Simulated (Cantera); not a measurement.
A Cantera script and its output.

```python
import numpy as np
import cantera as ct

gas = ct.Solution("h2o2.yaml")
gas.TPX = 1198, 2666, {'H2': 0.36, 'O2': 1}
reactor = ct.IdealGasConstPressureReactor(gas, energy="off", clone=False)
net = ct.ReactorNet([reactor])
net.rtol, net.atol = 1e-08, 1e-18
show = ['H2', 'O2', 'H', 'H2O2', 'HO2']
times = np.geomspace(6e-06, 30, 9)

steps = ct.SolutionArray(gas, extra=["t"])
rows = []
print(f"{'t/s':>10s}{'T/K':>9s}{'P/Pa':>11s}" + "".join(f"{s:>11s}" for s in show))
for t in times:
    while net.time < t:
        t_next = net.step()
        steps.append(gas.state, t=t_next)
    rows.append([np.interp(t, steps.t, y) for y in (steps.T, steps.P, *steps(*show).X.T)])
    print(f"{t:10.3e}{rows[-1][0]:9.1f}{rows[-1][1]:11.4g}" + "".join(f"{x:11.3e}" for x in rows[-1][2:]))
rate = np.gradient(steps.T, steps.t)
print("integrator steps:", len(steps.t))
if steps.T.max() > steps.T[0] + 200:
    print(f"time of steepest temperature rise: {steps.t[rate.argmax()]:.4e} s")
gas.TPX = 1198, 2666, {'H2': 0.36, 'O2': 1}
gas.equilibrate("TP")
print(f"equilibrium (TP): T = {gas.T:.1f} K  " + "  ".join(f"{s} {gas[s].X[0]:.3e}" for s in show))
```

It prints:

```
       t/s      T/K       P/Pa         H2         O2          H       H2O2        HO2
 6.000e-06   1198.0       2666  2.647e-01  7.353e-01  1.931e-09  2.610e-13  2.066e-09
 4.126e-05   1198.0       2666  2.647e-01  7.353e-01  1.775e-08  1.234e-11  1.425e-08
 2.837e-04   1198.0       2666  2.646e-01  7.352e-01  3.953e-05  9.318e-10  3.587e-07
 1.951e-03   1198.0       2666  1.103e-02  6.369e-01  5.017e-02  9.342e-07  2.174e-05
 1.342e-02   1198.0       2666  4.600e-04  6.925e-01  3.343e-04  7.206e-07  1.007e-05
 9.226e-02   1198.0       2666  1.001e-05  6.947e-01  1.185e-06  1.027e-07  5.582e-07
 6.344e-01   1198.0       2666  6.933e-07  6.949e-01  2.358e-08  1.540e-08  5.190e-08
 4.363e+00   1198.0       2666  8.112e-08  6.949e-01  9.774e-10  2.490e-09  1.832e-08
 3.000e+01   1198.0       2666  2.784e-08  6.949e-01  1.979e-10  9.871e-10  2.261e-08
integrator steps: 2133
equilibrium (TP): T = 1198.0 K  H2 2.750e-08  O2 6.949e-01  H 1.944e-10  H2O2 9.772e-10  HO2 2.271e-08
```

Cantera simulation using the H2/O2 subset of GRI-Mech 3.0, which has no nitrogen chemistry; the numbers are that mechanism's predictions, not measurements. Radical loss at walls, strong at low pressure, is not modelled. The temperature is held fixed by assumption; the heat of reaction is taken as removed at once.
